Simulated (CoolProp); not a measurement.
50 sccm (0 °C, 1 atm) of nitrogen bubbles through liquid R113 at 297.2 K and leaves saturated at a total pressure of 0.15 MPa (ideal gas phase). Each further row changes one setting.

Computed with CoolProp (reference Helmholtz-energy equation of state, Marx 1992).

| case | vapour pressure (kPa) | mole fraction of vapour | delivery (mg/min) | delivery (sccm) | change of delivery for a bath 1 K warmer (%) |
|---|---|---|---|---|---|
| as stated | 43.2 | 0.288 | 169 | 20.2 | 5.7 |
| bath temperature 302.2 K | 52.4 | 0.350 | 225 | 26.9 | 6.1 |
| total pressure 0.3 MPa | 43.2 | 0.144 | 70.3 | 8.41 | 4.7 |
